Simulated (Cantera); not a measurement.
An adiabatic, constant-pressure homogeneous reactor starts with 12.1 % CO, 0.667 % H2, 11.0 % O2, 76.2 % N2, at 1398 K and 5.00 bar.

Model: GRI-Mech 3.0 (53 species, 325 reactions), integrated in Cantera. The hydrogen kinetics of GRI-Mech 3.0 are dated; newer H2 mechanisms differ, most at raised pressure.

One state of this run: T (K) = 1469; x CO = 0.112; x H2 = 0.00146; x O2 = 0.101; x NO = 4.36e-7; x O = 0.00411. x: mole fraction; the columns are a selection and need not sum to one.

Q: Which value of t (s) does it belong to?
A) 0.00170
B) 8.38e-6
C) 2.42e-5
D) 0.000203

A: C, 2.42e-5
